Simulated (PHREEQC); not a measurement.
A made-up water analysis in mg/L, 25 °C, pH 6.79, pe 11.9:

```
constituent           mg/L
------------------  ------
Na                    57.2
K                   0.0516
Ca                      50
Mg                    6.12
Cl                    80.4
S(6) as SO4           47.6
Alkalinity as HCO3     126
F                     1.92
```

Na is adjusted to close the charge balance.
Valence states are taken as typed.

The numbers come from PHREEQC with the ion-association model, wateq4f.dat.

```json
{
 "ionic_strength": "0.00711 mol/kgw"
}
```

```csv
species,molality,activity,log γ
Na+,0.00242,0.00222,-0.038
Cl-,0.00227,0.00207,-0.039
HCO3-,0.00203,0.00187,-0.037
Ca+2,0.00118,0.000832,-0.150
CO2,0.000680,0.000681,0.001
SO4-2,0.000430,0.000303,-0.151
Mg+2,0.000235,0.000167,-0.148
F-,9.91e-5,9.06e-5,-0.039
CaSO4,5.03e-5,5.03e-5,0.001
CaHCO3+,2.16e-5,1.98e-5,-0.037
MgSO4,1.19e-5,1.19e-5,0.001
MgHCO3+,3.99e-6,3.65e-6,-0.039
NaSO4-,3.67e-6,3.37e-6,-0.037
NaHCO3,2.32e-6,2.33e-6,0.001
```

This is a speciation only: nothing precipitates in the calculation.
